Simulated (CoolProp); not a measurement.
The numbers come from the reference Helmholtz-energy equation of state, Thol 2016 in CoolProp.

Question: Give the vapour pressure (kPa), liquid density (kg/m³), vapour Z, liquid viscosity (µPa s) of saturated R1234ze(E) at 21.35 °C.

Answer: 
```csv
T (°C),p (kPa),liquid density (kg/m³),vapour Z,liquid viscosity (µPa s)
21.35,446,1170,0.881,196
```

Viscosity comes from a separate model (Bell 2016), an estimate that may be off by 10 % or more.
